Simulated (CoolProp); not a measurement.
A simple Rankine cycle with isobutane: condensing at 288.15 K, boiler at 1.18 MPa, turbine inlet 386.8 K, turbine efficiency 0.7, pump efficiency 0.8, no recuperator. Each further row changes one setting.

Model: reference Helmholtz-energy equation of state, Bücker 2006, in CoolProp.

| case | thermal efficiency (%) | net work (kJ/kg) | heat in (kJ/kg) | turbine exit temperature (K) | volume ratio over the turbine |
|---|---|---|---|---|---|
| as stated | 9.6 | 48.3 | 504 | 351.4 | 4.66 |
| turbine inlet 406.8 K | 9.5 | 52.0 | 550 | 372.5 | 4.59 |
| condensing temperature 280.15 K | 10.8 | 56.6 | 522 | 346.3 | 6.00 |
| boiler pressure 0.826 MPa | 7.6 | 38.8 | 514 | 361.1 | 3.18 |
| turbine efficiency 0.6 | 8.2 | 41.1 | 504 | 355.1 | 4.71 |
